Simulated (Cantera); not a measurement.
Gas mixture: 100 % O2, at 1.00 atm, frozen composition.

Cantera's kinetic-theory transport with the Lennard-Jones parameters of GRI-Mech 3.0, ideal gas; thermal conductivity in the multicomponent form.

One state of this run: ρ (kg/m³) = 0.390; cp (J/kg/K) = 1090; μ (µPa s) = 47.9; λ (mW/m/K) = 73.7; Pr = 0.709; D (cm²/s) CH4 = 1.80; D (cm²/s) CO2 = 1.30; D (cm²/s) H = 10.2. D: mixture-averaged diffusion coefficient of that species in the mixture.

**Question.** Which value of T (K) does it belong to?
A. 1000
B. 400
C. 550
D. 700

**Answer.** A, 1000
